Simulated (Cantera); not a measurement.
An isothermal, constant-pressure homogeneous reactor starts with CH4 : CO2 = 1 : 1.1 (molar parts), at 1900 K and 1000000 Pa.

Cantera simulation using GRI-Mech 3.0 (53 species, 325 reactions); the numbers are that mechanism's predictions, not measurements.

x: mole fraction; the columns are a selection and need not sum to one.

```json
[
 {"t (s)": "5.00e-5", "x CH4": "0.326", "x CO2": "0.470", "x H": "6.35e-5", "x C2H4": "0.0233", "x CH2O": "6.01e-5"},
 {"t (s)": "0.000153", "x CH4": "0.206", "x CO2": "0.383", "x H": "9.47e-5", "x C2H4": "0.0107", "x CH2O": "3.15e-5"},
 {"t (s)": "0.000466", "x CH4": "0.0985", "x CO2": "0.244", "x H": "0.000111", "x C2H4": "0.00535", "x CH2O": "1.83e-5"},
 {"t (s)": "0.00142", "x CH4": "0.0372", "x CO2": "0.106", "x H": "0.000119", "x C2H4": "0.00368", "x CH2O": "1.08e-5"},
 {"t (s)": "0.00434", "x CH4": "0.0245", "x CO2": "0.0638", "x H": "0.000134", "x C2H4": "0.00323", "x CH2O": "4.76e-6"},
 {"t (s)": "0.0133", "x CH4": "0.0199", "x CO2": "0.0393", "x H": "0.000148", "x C2H4": "0.00239", "x CH2O": "2.03e-6"},
 {"t (s)": "0.0405", "x CH4": "0.0142", "x CO2": "0.0211", "x H": "0.000160", "x C2H4": "0.00128", "x CH2O": "1.17e-6"},
 {"t (s)": "0.124", "x CH4": "0.00830", "x CO2": "0.0108", "x H": "0.000167", "x C2H4": "0.000437", "x CH2O": "9.95e-7"},
 {"t (s)": "0.377", "x CH4": "?", "x CO2": "?", "x H": "0.000171", "x C2H4": "?", "x CH2O": "9.76e-7"},
 {"t (s)": "1.15", "x CH4": "0.000387", "x CO2": "0.00509", "x H": "0.000173", "x C2H4": "9.47e-7", "x CH2O": "9.75e-7"},
 {"t (s)": "3.51", "x CH4": "2.45e-5", "x CO2": "0.00500", "x H": "0.000173", "x C2H4": "4.11e-9", "x CH2O": "9.75e-7"},
 {"t (s)": "10.7", "x CH4": "2.41e-5", "x CO2": "0.00500", "x H": "0.000173", "x C2H4": "3.97e-9", "x CH2O": "9.75e-7"},
 {"t (s)": "32.8", "x CH4": "2.41e-5", "x CO2": "0.00500", "x H": "0.000173", "x C2H4": "3.97e-9", "x CH2O": "9.75e-7"},
 {"t (s)": "100", "x CH4": "2.41e-5", "x CO2": "0.00500", "x H": "0.000173", "x C2H4": "3.97e-9", "x CH2O": "9.75e-7"}
]
```

### Question
What belongs in the gaps?

### Answer

- 0.377, x CH4: 0.00328
- 0.377, x CO2: 0.00631
- 0.377, x C2H4: 6.79e-5
